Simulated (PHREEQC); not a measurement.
Dissolve 0.048 mol H2SeO4, 0.0089 mol HCl and 0.067 mol CaCl2 per kg of water at 75 °C. Closed to the air; pH follows from the charge balance.

The numbers come from PHREEQC with the ion-association model, wateq4f.dat.

This is a speciation only: nothing precipitates in the calculation.

Problem. Estimate the pH.

Solution. pH 1.27.

Problem. In which forms is Se present?

Solution. HSeO4- 74 %, SeO4-2 26 % of the Se.

Species that the database lacks are ignored. Constants without temperature data keep their 25 °C values here.
